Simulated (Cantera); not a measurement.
**Transport properties of process gases**

Gas mixture: C₂H₂ : CO : CH₃OH = 0.66 : 0.7 : 0.21 (molar parts), at 18.8 Torr, frozen composition.

Cantera's kinetic-theory transport with the Lennard-Jones parameters of GRI-Mech 3.0, ideal gas; thermal conductivity in the multicomponent form. Polar gases are described roughly by these parameters. The composition is frozen, though it would react at the higher temperatures.

```json
[
 {"T (K)": "400", "ρ (kg/m³)": "0.0208", "cp (J/kg/K)": "1483", "μ (µPa s)": "16.6", "λ (mW/m/K)": "33.2", "Pr": "0.743", "D (cm²/s) CH₄": "13.2", "D (cm²/s) O": "18.9", "D (cm²/s) H₂": "45.4"},
 {"T (K)": "550", "ρ (kg/m³)": "0.0152", "cp (J/kg/K)": "1648", "μ (µPa s)": "21.5", "λ (mW/m/K)": "47.4", "Pr": "0.746", "D (cm²/s) CH₄": "23.2", "D (cm²/s) O": "32.8", "D (cm²/s) H₂": "78.0"},
 {"T (K)": "700", "ρ (kg/m³)": "0.0119", "cp (J/kg/K)": "1782", "μ (µPa s)": "25.8", "λ (mW/m/K)": "61.4", "Pr": "0.748", "D (cm²/s) CH₄": "35.2", "D (cm²/s) O": "49.5", "D (cm²/s) H₂": "117"},
 {"T (K)": "850", "ρ (kg/m³)": "0.00981", "cp (J/kg/K)": "1896", "μ (µPa s)": "29.7", "λ (mW/m/K)": "75.1", "Pr": "0.749", "D (cm²/s) CH₄": "49.1", "D (cm²/s) O": "68.8", "D (cm²/s) H₂": "162"},
 {"T (K)": "1000", "ρ (kg/m³)": "0.00833", "cp (J/kg/K)": "1996", "μ (µPa s)": "33.3", "λ (mW/m/K)": "88.6", "Pr": "0.750", "D (cm²/s) CH₄": "64.7", "D (cm²/s) O": "90.3", "D (cm²/s) H₂": "212"},
 {"T (K)": "1150", "ρ (kg/m³)": "0.00725", "cp (J/kg/K)": "2080", "μ (µPa s)": "36.7", "λ (mW/m/K)": "102", "Pr": "0.750", "D (cm²/s) CH₄": "81.9", "D (cm²/s) O": "114", "D (cm²/s) H₂": "268"},
 {"T (K)": "1300", "ρ (kg/m³)": "0.00641", "cp (J/kg/K)": "2150", "μ (µPa s)": "39.9", "λ (mW/m/K)": "114", "Pr": "0.750", "D (cm²/s) CH₄": "101", "D (cm²/s) O": "140", "D (cm²/s) H₂": "328"},
 {"T (K)": "1450", "ρ (kg/m³)": "0.00575", "cp (J/kg/K)": "2210", "μ (µPa s)": "42.9", "λ (mW/m/K)": "126", "Pr": "0.751", "D (cm²/s) CH₄": "121", "D (cm²/s) O": "168", "D (cm²/s) H₂": "393"}
]
```
D: mixture-averaged diffusion coefficient of that species in the mixture.
